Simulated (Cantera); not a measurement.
A Cantera script and what it prints.

```python
import numpy as np
import cantera as ct

gas_names = [...]  # 113 gases of nasa_gas.yaml made of C, Cu, H, O
cond_names = """
    C(gr) C6H6(L) C7H8(L) C8H18(L),n-octa Cu(cr) Cu(L) CuO(s) CuO2H2(s) Cu2O(s) Cu2O(L) H2O(s) H2O(L)
""".split()


# ... load() reads the species with a 1 bar reference pressure and builds the phases ...
atoms = {
    'CuO': {'Cu': 1, 'O': 1},
    'CO': {'C': 1, 'O': 1},
    'H2': {'H': 2},
}
top_T = {'C(gr)': 4500, 'CuO(s)': 1390}  # K; cautious upper limits of use, not melting points


# ... equilibrate(T, P, feed) seeds the gas with the atoms and calls Mixture.equilibrate('TP', solver="vcs", rtol=1e-11, max_steps=5000) ...
results = []
feed = {'CuO': 1, 'CO': 1.1, 'H2': 9.4}  # mol
P = 32000  # Pa
for T in [1948, 1973, 1998, 2023, 2048, 2073, 2098, 2123, 2148, 2173, 2198, 2223, 2248, 2273]:
    mix = equilibrate(T, P, feed)
    results.append((T, P, feed, dict(zip(mix.species_names, mix.species_moles))))
    x = sorted(zip(gas.X, gas.species_names), reverse=True)
    print(f"T = {T:g} K  P = {P:g} Pa  gas = {mix.phase_moles(0):.4g} mol")
    print("   x: " + "  ".join(f"{s} {v:.3e}" for v, s in x if v > 1e-06))
    print("   condensed (mol): " + ("  ".join(f"{mix.phase(i).name} {mix.phase_moles(i):.4g}"
          for i in range(1, mix.n_phases) if mix.phase_moles(i) > 1e-12) or "none"))
```

It prints:

```
T = 1948 K  P = 32000 Pa  gas = 10.6 mol
   x: H2 7.945e-01  CO 1.011e-01  H2O 9.169e-02  Cu 8.188e-03  CO2 2.659e-03  H 1.780e-03  Cu2 2.819e-05  OH 1.859e-05
   condensed (mol): Cu(L) 0.9126
T = 1973 K  P = 32000 Pa  gas = 10.62 mol
   x: H2 7.923e-01  CO 1.010e-01  H2O 9.151e-02  Cu 1.043e-02  CO2 2.600e-03  H 2.123e-03  Cu2 3.926e-05  OH 2.328e-05
   condensed (mol): Cu(L) 0.8883
T = 1998 K  P = 32000 Pa  gas = 10.65 mol
   x: H2 7.897e-01  CO 1.007e-01  H2O 9.128e-02  Cu 1.321e-02  CO2 2.543e-03  H 2.520e-03  Cu2 5.421e-05  OH 2.898e-05
   condensed (mol): Cu(L) 0.8581
T = 2023 K  P = 32000 Pa  gas = 10.69 mol
   x: H2 7.865e-01  CO 1.004e-01  H2O 9.098e-02  Cu 1.662e-02  H 2.977e-03  CO2 2.488e-03  Cu2 7.421e-05  OH 3.587e-05
   condensed (mol): Cu(L) 0.8207
T = 2048 K  P = 32000 Pa  gas = 10.74 mol
   x: H2 7.826e-01  CO 9.995e-02  H2O 9.060e-02  Cu 2.080e-02  H 3.502e-03  CO2 2.432e-03  Cu2 1.008e-04  OH 4.415e-05
   condensed (mol): Cu(L) 0.7744
T = 2073 K  P = 32000 Pa  gas = 10.8 mol
   x: H2 7.779e-01  CO 9.944e-02  H2O 9.013e-02  Cu 2.587e-02  H 4.101e-03  CO2 2.377e-03  Cu2 1.358e-04  OH 5.404e-05
   condensed (mol): Cu(L) 0.7176
T = 2098 K  P = 32000 Pa  gas = 10.88 mol
   x: H2 7.723e-01  CO 9.881e-02  H2O 8.955e-02  Cu 3.202e-02  H 4.781e-03  CO2 2.322e-03  Cu2 1.815e-04  OH 6.578e-05
   condensed (mol): Cu(L) 0.6478
T = 2123 K  P = 32000 Pa  gas = 10.97 mol
   x: H2 7.656e-01  CO 9.805e-02  H2O 8.885e-02  Cu 3.941e-02  H 5.549e-03  CO2 2.266e-03  Cu2 2.410e-04  OH 7.963e-05
   condensed (mol): Cu(L) 0.5625
T = 2148 K  P = 32000 Pa  gas = 11.07 mol
   x: H2 7.576e-01  CO 9.712e-02  H2O 8.799e-02  Cu 4.828e-02  H 6.413e-03  CO2 2.209e-03  Cu2 3.176e-04  OH 9.589e-05
   condensed (mol): Cu(L) 0.4584
T = 2173 K  P = 32000 Pa  gas = 11.21 mol
   x: H2 7.481e-01  CO 9.601e-02  H2O 8.697e-02  Cu 5.885e-02  H 7.378e-03  CO2 2.150e-03  Cu2 4.158e-04  OH 1.148e-04
   condensed (mol): Cu(L) 0.3312
T = 2198 K  P = 32000 Pa  gas = 11.37 mol
   x: H2 7.369e-01  CO 9.469e-02  H2O 8.575e-02  Cu 7.140e-02  H 8.451e-03  CO2 2.089e-03  Cu2 5.408e-04  OH 1.368e-04  O 1.094e-06
   condensed (mol): Cu(L) 0.1762
T = 2223 K  P = 32000 Pa  gas = 11.55 mol
   x: H2 7.246e-01  CO 9.322e-02  Cu 8.522e-02  H2O 8.440e-02  H 9.640e-03  CO2 2.027e-03  Cu2 6.827e-04  OH 1.622e-04  O 1.496e-06  CuO 1.148e-06
   condensed (mol): none
T = 2248 K  P = 32000 Pa  gas = 11.56 mol
   x: H2 7.233e-01  CO 9.318e-02  Cu 8.530e-02  H2O 8.433e-02  H 1.105e-02  CO2 1.997e-03  Cu2 6.076e-04  OH 1.929e-04  O 2.032e-06  CuO 1.312e-06
   condensed (mol): none
T = 2273 K  P = 32000 Pa  gas = 11.57 mol
   x: H2 7.219e-01  CO 9.312e-02  Cu 8.536e-02  H2O 8.424e-02  H 1.262e-02  CO2 1.969e-03  Cu2 5.417e-04  OH 2.286e-04  O 2.742e-06  CuO 1.495e-06
   condensed (mol): none
```

Equilibrium computed with Cantera from the NASA thermochemical tables; the gas is ideal and each condensed phase is pure.
